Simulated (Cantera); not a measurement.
Charge: 1 mol MgO, 0.25 mol HCl, 0.48 mol H2, held at 165 Torr.

Equilibrium computed with Cantera from the NASA thermochemical tables; the gas is ideal and each condensed phase is pure. Candidate condensed phases: H2O, Mg, MgCl2, MgO, Mg(OH)2; 22 gas species. Mutual solubility and eutectic melting of coexisting phases are not modelled. Equilibrium is a limit: real reactors are often held back by kinetics, nucleation or transport.

Task: Which condensed phases are stable at each of these points (T (K)): 1025, 1075, 1125, 1175, 1225, 1275, 1325, 1375, 1425, 1475, 1525, 1575, 1625, 1675?

Result: 
```
T (K)   condensed phases  Mg condensed (%)
-----  -----------------  ----------------
1025   MgCl2(l) + MgO(s)              99.9
1075              MgO(s)              99.8
1125              MgO(s)              99.7
1175              MgO(s)              99.6
1225              MgO(s)              99.5
1275              MgO(s)              99.3
1325              MgO(s)              99.2
1375              MgO(s)              99.0
1425              MgO(s)              98.7
1475              MgO(s)              98.5
1525              MgO(s)              98.2
1575              MgO(s)              98.0
1625              MgO(s)              97.7
1675              MgO(s)              97.4
```

At 1025 K the condensed part is MgCl2(l) + MgO(s). From 1075 K to 1675 K the condensed part is MgO(s).
